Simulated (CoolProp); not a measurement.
The numbers come from the reference Helmholtz-energy equation of state, Jacobsen 1992 in CoolProp.

**Question.** For R11, give the phase and the cp (kJ/(kg K)), cv (kJ/(kg K)), isothermal compressibility (1/MPa), viscosity (µPa s) at 500 K and 954 kPa; 500 K and 1610 kPa; 500 K and 22000 kPa.

**Answer.** 
- 500 K and 954 kPa: gas; cp 0.709, cv 0.628, isothermal compressibility 1.12, viscosity 17.3
- 500 K and 1610 kPa: gas; cp 0.734, cv 0.632, isothermal compressibility 0.704, viscosity 17.5
- 500 K and 22000 kPa: supercritical; cp 0.991, cv 0.668, isothermal compressibility 0.00877, viscosity 136

Viscosity comes from a separate model (Klein 1997), an estimate that may be off by 10 % or more.
